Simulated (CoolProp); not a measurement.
Computed with CoolProp (reference Helmholtz-energy equation of state, Tillner-Roth 1994).

Problem. For R134a, give the phase and the density (kg/m³), cp (kJ/(kg K)), conductivity (mW/(m K)), fugacity coefficient at 238.5 K and 101 kPa.

Solution. 
- 238.5 K and 101 kPa: liquid; density 1400, cp 1.26, conductivity 108, fugacity coefficient 0.646

Thermal conductivity comes from a separate model (McLinden 2000), an estimate that may be off by 10 % or more.
